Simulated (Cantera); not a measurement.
Input (Python, Cantera) and output of one run.

```python
import numpy as np
import cantera as ct

gas_names = """
    H H2 Si SiH SiH2 SiH3 SiH4 Si2 Si3
""".split()
cond_names = """
    Si(cr) Si(L)
""".split()


# ... load() reads the species with a 1 bar reference pressure and builds the phases ...
atoms = {
    'Si3H8': {'Si': 3, 'H': 8},
    'H2': {'H': 2},
}
top_T = {}  # K; cautious upper limits of use, not melting points


# ... equilibrate(T, P, feed) seeds the gas with the atoms and calls Mixture.equilibrate('TP', solver="vcs", rtol=1e-11, max_steps=5000) ...
results = []
feed = {'Si3H8': 1, 'H2': 9.1}  # mol
P = 270  # Pa
for T in [1173, 1223, 1273, 1323, 1373, 1423, 1473, 1523, 1573, 1623, 1673, 1723, 1773]:
    mix = equilibrate(T, P, feed)
    results.append((T, P, feed, dict(zip(mix.species_names, mix.species_moles))))

top = {s: max(r[3][s] / sum(r[3][g] for g in gas_names) for r in results) for s in gas_names}
cols = sorted((s for s in top if top[s] > 0.0001), key=lambda s: -top[s])[:5]
seen = [c for c in cond_names if any(r[3].get(c, 0) > 1e-12 for r in results)]
print("log10 of partial pressures in bar; condensed amounts in mol")
print(f"{'T/K':>10s}" + "".join(f"{s[:9]:>10s}" for s in cols + seen))
for T, P, feed, n in results:
    ng = sum(n[g] for g in gas_names)
    print(f"{T:10.4g}" + "".join(f"{np.log10(max(n[s] / ng * P / 1e5, 1e-99)):10.3f}" for s in cols)
          + "".join(f"{n.get(c, 0):10.4g}" for c in seen))
```

Output:

```
log10 of partial pressures in bar; condensed amounts in mol
       T/K        H2         H        Si    Si(cr)     Si(L)
      1173    -2.569    -8.213   -12.305         3         0
      1223    -2.569    -7.806   -11.492         3         0
      1273    -2.569    -7.431   -10.744         3         0
      1323    -2.569    -7.084   -10.052         3         0
      1373    -2.569    -6.762    -9.411         3         0
      1423    -2.569    -6.462    -8.816         3         0
      1473    -2.569    -6.182    -8.262         3         0
      1523    -2.569    -5.921    -7.744         3         0
      1573    -2.569    -5.675    -7.260         3         0
      1623    -2.569    -5.445    -6.806     2.999         0
      1673    -2.570    -5.228    -6.379     2.998         0
      1723    -2.570    -5.024    -6.007         0     2.995
      1773    -2.571    -4.832    -5.672         0     2.988
```

These are equilibrium values from Cantera (NASA tables, ideal gas, pure condensed phases), not measurements of a reactor. The feed counts by its element totals alone. Gases not in the tables: Si2H6 and higher silanes.
